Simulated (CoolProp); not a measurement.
Methanol along the isobar 13.1 MPa: fugacity coefficient from the reference equation and from simpler models built on Tc = 240.2 °C, pc = 8.216 MPa, ω = 0.565; each cubic takes its own stable root.

The numbers come from the reference Helmholtz-energy equation of state, de Reuck 1993 in CoolProp.

| T (°C) | phase | reference |
|---|---|---|
| 109.35 | liquid | 0.03946 |
| 129.15 | liquid | 0.06633 |
| 148.95 | liquid | 0.1045 |
| 168.75 | liquid | 0.1556 |
| 188.55 | liquid | 0.2204 |
| 208.35 | liquid | 0.2982 |
| 228.15 | liquid | 0.3869 |
| 247.85 | supercritical | 0.4817 |
| 267.65 | supercritical | 0.5746 |
| 287.45 | supercritical | 0.6457 |
| 307.25 | supercritical | 0.6948 |
| 327.05 | supercritical | 0.7310 |
| 346.85 | supercritical | 0.7584 |

**Question.** How far does each simpler model (van der Waals, Redlich-Kwong, Soave-Redlich-Kwong, Peng-Robinson) lie from the reference over these 13 states: mean and median of the absolute difference, and the worst?

**Answer.** 
- van der Waals: mean 85.3 %, median 23.2 %, worst +398.0 % at 109.35 °C and 13.1 MPa
- Redlich-Kwong: mean 40.1 %, median 12.2 %, worst +160.8 % at 109.35 °C and 13.1 MPa
- Soave-Redlich-Kwong: mean 7.4 %, median 7.8 %, worst +12.5 % at 148.95 °C and 13.1 MPa
- Peng-Robinson: mean 4.2 %, median 2.8 %, worst +8.4 % at 129.15 °C and 13.1 MPa
